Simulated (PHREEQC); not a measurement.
## Acid rinse or clean

Solution (20 °C): 2.7 mmol/kgw H2SO4, 1.5 mmol/kgw AlCl3 and 0.47 mmol/kgw KCl. It is in equilibrium with CO2 at log p = -3.5 (atm). Otherwise closed; pH follows from the charge balance.

The numbers come from PHREEQC with the ion-association model, phreeqc.dat.

Precipitation was switched off in this run.

### Question
Predict the pH, ionic strength.

### Answer
pH 2.34; ionic strength 0.0116 mol/kgw.

### Question
In which forms is S present?

### Answer
SO4-2 52 %, AlSO4+ 31 %, HSO4- 15 %, Al(SO4)2- 1.8 % of the S.
